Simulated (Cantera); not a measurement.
A closed system holds: 1 mol CH₃SiH₃, a varied amount of C₃H₈, 1300 mol H₂, at 1623.15 K and 4.80 mbar.

Method: chemical equilibrium by Gibbs-energy minimisation in Cantera with the NASA 1993 tables (ideal gas, pure condensed phases). Candidate condensed phases: C, C₆H₆, C₇H₈, C₈H₁₈, Si, SiC; 87 gas species. The feed counts by its element totals alone. The numbers say what is thermodynamically allowed, not how fast it happens.

Question: Which condensed phases are stable at each of these points (n(C₃H₈) (mol)): 0.0036, 0.0073, 0.015, 0.029, 0.059, 0.12, 0.24?

Answer: 
```csv
n(C₃H₈) (mol),condensed phases,Si condensed (%)
0.0036,SiC(s),99.8
0.0073,SiC(s),99.9
0.015,SiC(s),99.9
0.029,SiC(s),99.9
0.059,C(graphite) + SiC(s),99.9
0.12,C(graphite) + SiC(s),99.9
0.24,C(graphite) + SiC(s),99.9
```

From 0.0036 mol C₃H₈ to 0.029 mol C₃H₈ the condensed part is SiC(s). From 0.059 mol C₃H₈ to 0.24 mol C₃H₈ the condensed part is C(graphite) + SiC(s).
